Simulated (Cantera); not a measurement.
A diamond (100) surface in a fixed gas of H2 with x(CH4) = 0.011, x(CH3) = 0.00021, at 900 K, 25000 Pa; coverages are run to steady state.

Model: the Harris–Goodwin 1993 mechanism for the reconstructed diamond (100) surface, integrated in Cantera.

θ: site fractions in the mechanism's names (c6HH fully hydrogenated, c6H* and c6*H radical sites, c6** diradical, c6HM methylated).

```tsv
x(H)	growth (µm/h)	θ c6HH	θ c6H*	θ c6*H	θ c6**	θ c6HM
0.0001	4.77	0.255	0.00358	0.100	…	0.516
0.00024	8.10	0.383	0.00561	0.157	…	0.364
0.00056	11.4	0.506	0.00756	0.211	…	0.219
0.0013	13.8	0.595	0.00899	0.250	…	0.115
0.0031	15.3	0.647	0.00989	0.273	0.00402	0.0531
0.0074	16.0	0.672	0.0105	0.284	0.00427	0.0233
0.018	16.4	0.684	0.0112	0.289	0.00442	0.00977
0.041	16.6	0.688	0.0123	0.290	0.00456	0.00434
0.098	17.1	0.690	0.0148	0.288	0.00483	0.00186
```

Problem. Some entries are withheld; supply them.

Solution. 
- 0.0001, θ c6**: 0.000824
- 0.00024, θ c6**: 0.00176
- 0.00056, θ c6**: 0.00277
- 0.0013, θ c6**: 0.00355
